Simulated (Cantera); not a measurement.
Thermodynamics of carbon deposition, reforming and gasification, feed toluene + CO2 + NH3

A closed system holds: 1 mol toluene, 5.6 mol CO2, 0.29 mol NH3, held at 2152 °C.

Cantera equilibrium calculation (NASA polynomials, part measured and part estimated; ideal gas, pure solids and liquids). Candidate condensed phases: C, C6H6, C7H8, C8H18, H2O; 136 gas species. The ideal-gas law is rough above about 30 bar. The numbers say what is thermodynamically allowed, not how fast it happens.

```json
[
 {"P (Pa)": "10", "x CO": "0.577", "x H": "0.370", "x H2": "0.0426", "x N2": "0.00670", "n C(graphite)": "1.25"},
 {"P (Pa)": "160", "x CO": "0.646", "x H": "0.181", "x H2": "0.163", "x N2": "0.00719", "n C(graphite)": "1.31"},
 {"P (Pa)": "2500", "x CO": "0.690", "x H": "0.0557", "x H2": "0.242", "x N2": "0.00754", "n C(graphite)": "1.29"},
 {"P (Pa)": "40000", "x CO": "0.705", "x H": "0.0147", "x H2": "0.268", "x N2": "0.00765", "n C(graphite)": "1.29"},
 {"P (Pa)": "630000", "x CO": "0.708", "x H": "0.00374", "x H2": "0.275", "x N2": "0.00769", "n C(graphite)": "1.28"},
 {"P (Pa)": "10000000", "x CO": "0.710", "x H": "0.000937", "x H2": "0.274", "x N2": "0.00771", "n C(graphite)": "1.27"}
]
```
x: gas mole fraction; n: condensed amount in mol.

From 10.0 Pa to 100 bar the condensed part is C(graphite). The main C-bearing gas is CO throughout.
